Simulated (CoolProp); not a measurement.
A closed Brayton cycle with carbon dioxide: compressor inlet 308.15 K and 7.8 MPa, high pressure 26.8 MPa, turbine inlet 815 K, compressor efficiency 0.89, turbine efficiency 0.9, recuperator effectiveness 0.95 (on enthalpy, no pinch check). Each further row changes one setting.

Values from CoolProp's reference Helmholtz-energy equation of state, Span 1996.

```tsv
case	thermal efficiency (%)	net work (kJ/kg)	compressor to turbine work	compressor exit (K)	turbine exit (K)
as stated	38.9	111	0.29	384.5	670.2
turbine inlet 765 K	36.7	99.8	0.31	384.5	…
compressor inlet 318.15 K	36.9	…	0.39	…	670.2
high pressure 22.8 MPa	38.1	100	0.27	374.3	688.6
recuperator effectiveness 0.5	…	111	0.29	384.5	670.2
```

Q: What belongs in the gaps?

A: 
- turbine inlet 765 K, turbine exit (K): 625.4
- compressor inlet 318.15 K, net work (kJ/kg): 95.9
- compressor inlet 318.15 K, compressor exit (K): 417.7
- recuperator effectiveness 0.5, thermal efficiency (%): 25.6
